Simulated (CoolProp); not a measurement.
Vapour-liquid equilibrium of fluoroethane (R161) (1) + R1234yf (2) at 0.116 bar; x and y are mole fractions of (1).

Computed with CoolProp (multi-fluid Helmholtz-energy mixture model, Wu 2012 and Lemmon 2022; pair parameters Bell 2016).

| x | bubble temperature, mixture model (°C) | bubble temperature, Raoult's law (°C) | y, mixture model | y, Raoult's law |
|---|---|---|---|---|
| 0.05 | -70.0 | -69.8 | 0.088 | 0.076 |
| 0.125 | -70.8 | -70.4 | 0.205 | 0.182 |
| 0.2 | -71.6 | -70.9 | 0.307 | 0.280 |
| 0.275 | -72.3 | -71.5 | 0.397 | 0.372 |
| 0.35 | -72.9 | -72.0 | 0.477 | 0.457 |
| 0.425 | -73.4 | -72.5 | 0.549 | 0.536 |
| 0.5 | -73.9 | -73.0 | 0.615 | 0.610 |
| 0.575 | -74.3 | -73.5 | 0.676 | 0.680 |
| 0.65 | -74.7 | -74.0 | 0.734 | 0.745 |
| 0.725 | -75.0 | -74.4 | 0.790 | 0.806 |
| 0.8 | -75.3 | -74.8 | 0.845 | 0.863 |
| 0.875 | -75.6 | -75.3 | 0.901 | 0.917 |
| 0.95 | -75.8 | -75.7 | 0.959 | 0.968 |

The largest gap from Raoult's law is -0.9 K in bubble temperature, at x = 0.425. No azeotrope shows between x = 0.05 and 0.95.

The pair parameters rest on a limited set of measurements; away from them the model extrapolates.
